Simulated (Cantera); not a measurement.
Charge: 1 mol SiCl₄, 1.8 mol HCl, 3.2 mol H₂, held at 675 °C and 10000 Pa.

Cantera equilibrium calculation (NASA polynomials, part measured and part estimated; ideal gas, pure solids and liquids). Candidate condensed phases: Si; 19 gas species. The tables' values for SiCl₃ are old estimates; treat these amounts as uncertain. The numbers say what is thermodynamically allowed, not how fast it happens.

Q: What is the equilibrium state?

A: 
```
Property                              Value
--------------------------------  ---------
x(H₂)                                 0.532
x(HCl)                                0.301
x(SiCl₄)                              0.165
x(SiHCl₃)                           0.00132
x(SiCl₃)                            4.91e-5
x(SiH₂Cl₂)                          1.06e-6
gas amount                        6.000 mol
log10 activity of Si(s) (absent)      -5.72
```
